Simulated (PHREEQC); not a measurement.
1 kg of water meets 20 L of dry gas (CO2 1 by moles) at fixed total pressure, at 50 °C; fugacities by Peng-Robinson. The gases take part in no redox reaction, some water evaporates into the gas, and hydrates or a liquid gas phase aren't modelled. Nothing may precipitate in this run.

The numbers come from PHREEQC with the ion-association model, phreeqc.dat.

Predict dissolved CO2 (all carbonate carbon) (mol/kgw), φ of CO2 at P (atm) = 100, 400.


```
P (atm)  dissolved CO2 (all carbonate carbon) (mol/kgw)  φ of CO2
-------  ----------------------------------------------  --------
100                                                1.12     0.614
400                                                1.47     0.293
```

Constants without temperature data keep their 25 °C values here.
